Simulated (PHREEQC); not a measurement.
## Nickel, zinc or cadmium bath (model solution)

Solution (25 °C): 9.1 mmol/kgw CdCl2. Closed to the air; pH follows from the charge balance.

All values are PHREEQC results (ion-association model, phreeqc.dat), not measurements.

Each row changes one thing in this solution. Precipitation was switched off in this run.

| case | pH | ionic strength (mol/kgw) | Cl- (mol/kgw) |
|---|---|---|---|
| as made | 5.91 | 0.0190 | 0.0140 |
| CdCl2 replaced by KCl at the same molality | 6.99 | 0.00910 | 0.00910 |
| CdCl2 from 0.0091 to 0.0137 mol/kgw | 5.81 | 0.0265 | 0.0199 |
| diluted 100-fold with water | 6.88 | 0.000270 | 0.000181 |
| temperature from 25 to 90 °C | 5.39 | 0.0185 | 0.0137 |
| 0.0014 mol/kgw CO2 added | 4.58 | 0.0190 | 0.0140 |
| CdCl2 replaced by NH4Cl at the same molality | 5.68 | 0.00910 | 0.00910 |

At this temperature some constants are extrapolated from 25 °C, and those without enthalpy data are left unchanged.
